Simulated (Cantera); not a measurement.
## Si2H6 + H2O (silicon oxide and oxynitride deposition)

Charge: 1 mol Si2H6, 1.4 mol H2O, held at 0.000260 bar.

Equilibrium computed with Cantera from the NASA thermochemical tables; the gas is ideal and each condensed phase is pure. Candidate condensed phases: H2O, Si, SiO2; 18 gas species. The feed counts by its element totals alone. Mutual solubility and eutectic melting of coexisting phases are not modelled. The tables hold silica as quartz up to 1696 K and as liquid above; real silica turns to tridymite and cristobalite and melts near 1996 K. Kinetics and transport are ignored.

```csv
T (°C),x H2,x SiO,x H,x H2O,n Si(s),n SiO2(α-quartz),n SiO2(β-quartz)
450,1.00,<1e-12,5.23e-12,<1e-12,1.30,0.700,0
525,1.00,4.92e-11,1.65e-10,1.84e-12,1.30,0.700,0
600,1.00,4.54e-9,2.90e-9,2.67e-11,1.30,0,0.700
675,1.00,2.02e-7,3.25e-8,2.52e-10,1.30,0,0.700
750,1.000,5.12e-6,2.57e-7,1.69e-9,1.30,0,0.700
825,1.000,8.27e-5,1.53e-6,8.73e-9,1.30,0,0.700
900,0.999,0.000931,7.31e-6,3.63e-8,1.30,0,0.698
975,0.992,0.00778,2.88e-5,1.26e-7,1.28,0,0.683
1050,0.949,0.0509,9.58e-5,3.63e-7,1.18,0,0.582
```
x: gas mole fraction; n: condensed amount in mol.

From 450 °C to 525 °C the condensed part is Si(s) + SiO2(α-quartz). From 600 °C to 1050 °C the condensed part is Si(s) + SiO2(β-quartz).
